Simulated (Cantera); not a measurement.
## Equilibrium for sublimation and decomposition of ceramics: AlN + N2

Feed: 1 mol AlN, 0.44 mol N2, held at 0.100 bar.

Equilibrium computed with Cantera from the NASA thermochemical tables; the gas is ideal and each condensed phase is pure. Candidate condensed phases: Al, AlN; 5 gas species. Equilibrium is a limit: real reactors are often held back by kinetics, nucleation or transport.

From 1600 K to 2350 K the condensed part is AlN(s). From 2500 K to 2800 K nothing is condensed. The main Al-bearing gas is Al throughout.

```csv
T (K),log p N2,log p Al,log p Al2,log p N,log p AlN,n AlN(s)
1600,-1.00,-8.32,<-13,-12.67,<-13,1.00
1750,-1.00,-6.55,-12.96,-11.33,<-13,1.000
1900,-1.00,-5.06,-10.39,-10.20,-12.58,1.000
2050,-1.00,-3.79,-8.20,-9.24,-10.92,0.999
2200,-1.01,-2.69,-6.30,-8.41,-9.49,0.991
2350,-1.10,-1.69,-4.58,-7.73,-8.25,0.871
2500,-1.31,-1.29,-4.00,-7.19,-7.70,0
2650,-1.31,-1.29,-4.20,-6.62,-7.47,0
2800,-1.31,-1.29,-4.39,-6.11,-7.27,0
```
log p: log10 of the partial pressure in bar; n: condensed amount in mol.
